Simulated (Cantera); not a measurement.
Input: 1 mol Si, 1.2 mol Cl2, 6.5 mol H2, equilibrated at 1375 K and 0.100 bar.

These are equilibrium values from Cantera (NASA tables, ideal gas, pure condensed phases), not measurements of a reactor. Candidate condensed phases: Si; 19 gas species. The tables' values for SiCl3 are old estimates; treat these amounts as uncertain. The numbers say what is thermodynamically allowed, not how fast it happens.

Base state: H2 0.804, HCl 0.116, SiCl2 0.0482, SiCl4 0.0134, SiCl3 0.0118, SiHCl3 0.00591, SiH2Cl2 0.000388 (mole fractions); condensed: Si(s).

What changes in the equilibrium state with this change: temperature from 1375 K to 873.15 K?


| species | before | after |
|---|---|---|
| H2 | 0.804 | 0.905 |
| SiCl4 | 0.0134 | 0.0652 |
| SiHCl3 | 0.00591 | 0.0237 |
| HCl | 0.116 | 0.00534 |
| SiCl2 | 0.0482 | 4.00e-5 |
| SiCl3 | 0.0118 | 0.000211 |
| SiH2Cl2 | 0.000388 | 0.000785 |
| Si(s), mol | 0.402 | 0.364 |
